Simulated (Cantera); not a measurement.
What does this Cantera script print?

```python
import numpy as np
import cantera as ct

gas_names = """
    CL CL2 H HCL H2 N NH NH2 NH3 N2 N2H2 N2H4 Si SiCL SiCL2 SiCL3 SiCL4 SiH SiHCL3 SiH2 SiH2CL2 SiH3
    SiH3CL SiH4 SiN Si2 Si2N Si3
""".split()
cond_names = """
    NH4CL(a) NH4CL(b) Si(cr) Si(L) Si3N4(a)
""".split()


def load(file, names, dense=False):
    # The tables refer to 1 bar. Condensed volumes are neglected.
    table = {s.name: s for s in ct.Species.list_from_file(file)}
    out = []
    for n in names:
        d = dict(table[n].input_data)
        d["thermo"] = dict(d["thermo"], **{"reference-pressure": 1e5})
        if dense:
            d["equation-of-state"] = {"model": "constant-volume", "density": "1e6 g/cm^3"}
        out.append(ct.Species.from_dict(d))
    return out


gas = ct.Solution(thermo="ideal-gas", species=load("nasa_gas.yaml", gas_names))
cond = {s.name: ct.Solution(thermo="fixed-stoichiometry", species=[s], name=s.name)
        for s in load("nasa_condensed.yaml", cond_names, dense=True)}
atoms = {
    'Si': {'Si': 1},
    'HCl': {'H': 1, 'CL': 1},
    'N2': {'N': 2},
}
top_T = {'Si3N4(a)': 2400}  # K; cautious upper limits of use, not melting points


def equilibrate(T, P, feed):
    n = {}
    for name, mol in feed.items():
        for a, k in atoms[name].items():
            n[a] = n.get(a, 0.0) + k * mol
    gas.TPX = T, P, n
    mass = sum(n.values()) * gas.mean_molecular_weight
    gas.equilibrate("TP")
    valid = [c for c in cond.values() if c.min_temp <= T <= top_T.get(c.name, c.max_temp)]
    mix = ct.Mixture([(gas, mass / gas.mean_molecular_weight)] + [(c, 0.0) for c in valid])
    mix.T, mix.P = T, P
    mix.equilibrate("TP", solver="vcs", rtol=1e-11, max_steps=5000)
    return mix


results = []
feed = {'Si': 1, 'HCl': 1.5, 'N2': 0.23}  # mol
T = 573  # K
P = 83000  # Pa
mix = equilibrate(T, P, feed)
results.append((T, P, feed, dict(zip(mix.species_names, mix.species_moles))))
x = sorted(zip(gas.X, gas.species_names), reverse=True)
print(f"T = {T:g} K  P = {P:g} Pa  gas = {mix.phase_moles(0):.4g} mol")
print("   x: " + "  ".join(f"{s} {v:.3e}" for v, s in x if v > 0.001))
print("   condensed (mol): " + ("  ".join(f"{mix.phase(i).name} {mix.phase_moles(i):.4g}"
      for i in range(1, mix.n_phases) if mix.phase_moles(i) > 1e-12) or "none"))
```

Output:

```
T = 573 K  P = 83000 Pa  gas = 1.094 mol
   x: H2 6.287e-01  SiCL4 2.596e-01  SiHCL3 1.095e-01  SiH2CL2 2.115e-03
   condensed (mol): Si(cr) 0.2489  Si3N4(a) 0.115
```

Equilibrium computed with Cantera from the NASA thermochemical tables; the gas is ideal and each condensed phase is pure. N2 is the only nitrogen source here; it is nearly inert below about 1500 K, so the nitride shown seldom forms there in practice.
